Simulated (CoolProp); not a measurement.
Vapour-liquid equilibrium of R22 (1) + R142b (2) at -72.45 °C; x and y are mole fractions of (1).

Values from CoolProp's multi-fluid Helmholtz-energy mixture model, Kamei 1995 and Lemmon 2006; pair parameters Bell 2016.

```tsv
x	bubble pressure (MPa)	y at the bubble point	dew pressure at overall composition x (MPa)	liquid density (mol/L)
0.05	0.003627	0.236	0.003041	13.38
0.125	0.004648	0.449	___	13.64
0.2	0.005638	0.583	___	___
0.275	0.006623	0.677	0.003780	14.17
0.35	0.007619	0.748	0.004112	14.45
0.425	0.008641	0.803	0.004507	14.74
0.5	0.009698	0.848	0.004983	15.04
0.575	0.01079	0.885	0.005569	15.35
0.65	0.01193	0.916	0.006307	15.67
0.725	0.01310	0.941	0.007267	16.01
0.8	0.01429	0.962	0.008569	16.35
0.875	0.01549	0.979	0.01046	16.70
0.95	0.01668	0.993	0.01357	17.07
```

Task: Some entries are withheld; supply them.

Result: 
- 0.125, dew pressure at overall composition x (MPa): 0.003254
- 0.2, dew pressure at overall composition x (MPa): 0.003498
- 0.2, liquid density (mol/L): 13.90

No azeotrope shows between x = 0.05 and 0.95.

The pair parameters rest on a limited set of measurements; away from them the model extrapolates.
